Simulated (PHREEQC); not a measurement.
Solution (5 °C): 0.21 mol BaBr2 per kg of water. Closed to the air; pH follows from the charge balance.

Model: ion-association model, phreeqc.dat, run in PHREEQC.

| Property | Result |
|---|---|
| ionic strength | 0.630 mol/kgw |
| activity of water | 0.989 |
| specific conductance | 20400 µS/cm |
| density | 1.055 g/cm³ |

| species | molality | activity | log γ |
|---|---|---|---|
| Br- | 0.420 | 0.253 | -0.221 |
| Ba+2 | 0.210 | 0.0443 | -0.675 |
| H+ | 8.24e-8 | 6.28e-8 | -0.118 |
| OH- | 4.72e-8 | 2.94e-8 | -0.206 |
| BaOH+ | 3.51e-8 | 2.37e-8 | -0.171 |

Precipitation was switched off in this run. Complexes and solids missing from the database can't appear. At this temperature some constants are extrapolated from 25 °C, and those without enthalpy data are left unchanged.
